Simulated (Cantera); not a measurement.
A closed system holds: 1 mol (CH3)2SiCl2, 0.54 mol C3H8, 44 mol H2, equilibrated at 13.3 mbar.

These are equilibrium values from Cantera (NASA tables, ideal gas, pure condensed phases), not measurements of a reactor. Candidate condensed phases: C, C6H6, C7H8, C8H18, Si, SiC; 109 gas species. The feed counts by its element totals alone. Rates play no part. All values below are at 1398 K.

Base state: H2 0.960, HCl 0.0398, CH4 5.37e-5, H 4.02e-5, SiCl2 2.31e-5 (mole fractions); condensed: C(graphite) + SiC(s).

Question: What changes in the equilibrium state with this change: pressure from 13.3 mbar to 1.00 bar?

Answer: 
```tsv
species	before	after
H2	0.960	0.956
HCl	0.0398	0.0399
CH4	5.37e-5	0.00399
SiCl2	2.31e-5	2.33e-5
H	4.02e-5	4.63e-6
C(graphite), mol	2.62	2.42
SiC(s), mol	0.999	0.998
```
